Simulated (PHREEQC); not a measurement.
1 kg of water holding 12 mmol/kgw Na2SO4, 19 mmol/kgw NaCl and 4.7 mmol/kgw MgSO4 is evaporated at 90 °C; the solids stay in contact with the brine. No CO2 enters from the air. Solids allowed: Bischofite, Bloedite, Brucite, Epsomite, Halite, Hexahydrite, Kieserite, Mirabilite, Thenardite, MgCl2_4H2O. Others were left out.

Computed with PHREEQC (Pitzer model, pitzer.dat).

Problem. Predict ionic strength, Na in solution (mol/kgw) at water left (kg) = 0.07809, 0.01099.

Solution. 
```
water left (kg)  ionic strength  Na in solution (mol/kgw)
---------------  --------------  ------------------------
0.07809                   0.945                     0.551
0.01099                    6.71                      3.91
```

Complexes and solids missing from the database can't appear. At this temperature some constants are extrapolated from 25 °C, and those without enthalpy data are left unchanged.
